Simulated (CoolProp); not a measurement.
Vapour-liquid equilibrium of diethyl ether (1) + n-hexane (2) at 368.8 K; x and y are mole fractions of (1).

Model: multi-fluid Helmholtz-energy mixture model, Thol 2014 and Thol 2019; pair parameters Bell 2016, in CoolProp.

```json
[
 {"x": "0.05", "bubble pressure (bar)": "2.432", "y at the bubble point": "0.132", "dew pressure at overall composition x (bar)": "2.283", "liquid density (mol/L)": "6.855"},
 {"x": "0.15", "bubble pressure (bar)": "2.859", "y at the bubble point": "0.324", "dew pressure at overall composition x (bar)": "2.468", "liquid density (mol/L)": "6.979"},
 {"x": "0.25", "bubble pressure (bar)": "3.252", "y at the bubble point": "0.462", "dew pressure at overall composition x (bar)": "2.680", "liquid density (mol/L)": "7.108"},
 {"x": "0.35", "bubble pressure (bar)": "3.622", "y at the bubble point": "0.570", "dew pressure at overall composition x (bar)": "2.927", "liquid density (mol/L)": "7.245"},
 {"x": "0.45", "bubble pressure (bar)": "3.978", "y at the bubble point": "0.659", "dew pressure at overall composition x (bar)": "3.214", "liquid density (mol/L)": "7.387"},
 {"x": "0.55", "bubble pressure (bar)": "4.327", "y at the bubble point": "0.735", "dew pressure at overall composition x (bar)": "3.549", "liquid density (mol/L)": "7.537"},
 {"x": "0.65", "bubble pressure (bar)": "4.674", "y at the bubble point": "0.804", "dew pressure at overall composition x (bar)": "3.941", "liquid density (mol/L)": "7.695"},
 {"x": "0.75", "bubble pressure (bar)": "5.023", "y at the bubble point": "0.865", "dew pressure at overall composition x (bar)": "4.398", "liquid density (mol/L)": "7.860"},
 {"x": "0.85", "bubble pressure (bar)": "5.375", "y at the bubble point": "0.922", "dew pressure at overall composition x (bar)": "4.932", "liquid density (mol/L)": "8.033"},
 {"x": "0.95", "bubble pressure (bar)": "5.734", "y at the bubble point": "0.975", "dew pressure at overall composition x (bar)": "5.560", "liquid density (mol/L)": "8.215"}
]
```

No azeotrope shows between x = 0.05 and 0.95.

Pair parameters are fitted to limited data, so mixtures are less certain than the pure fluids.
